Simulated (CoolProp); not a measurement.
Vapour-liquid equilibrium of R227EA (1) + isobutane (2) at 0.143 MPa; x and y are mole fractions of (1).

Computed with CoolProp (multi-fluid Helmholtz-energy mixture model, Lemmon 2016 and Bücker 2006; pair parameters Bell 2016).

| x | bubble temperature, mixture model (°C) | bubble temperature, Raoult's law (°C) | y, mixture model | y, Raoult's law |
|---|---|---|---|---|
| 0.05 | -7.8 | -2.9 | ___ | 0.061 |
| 0.2 | -14.0 | -3.9 | ___ | 0.236 |
| 0.35 | -15.4 | -4.7 | ___ | 0.399 |
| 0.5 | ___ | -5.6 | ___ | 0.552 |
| 0.65 | ___ | -6.4 | 0.573 | 0.695 |
| 0.8 | -14.5 | -7.1 | 0.655 | 0.831 |
| 0.95 | ___ | -7.8 | 0.864 | 0.959 |

### Question
Complete the blanks.

### Answer

- 0.05, y, mixture model: 0.206
- 0.2, y, mixture model: 0.432
- 0.35, y, mixture model: 0.498
- 0.5, bubble temperature, mixture model (°C): -15.8
- 0.5, y, mixture model: 0.532
- 0.65, bubble temperature, mixture model (°C): -15.7
- 0.95, bubble temperature, mixture model (°C): -10.6

The largest gap from Raoult's law is -10.7 K in bubble temperature, at x = 0.35. y crosses x between x = 0.5 and 0.65: the model has an azeotrope there.

Pair parameters are fitted to limited data, so mixtures are less certain than the pure fluids.
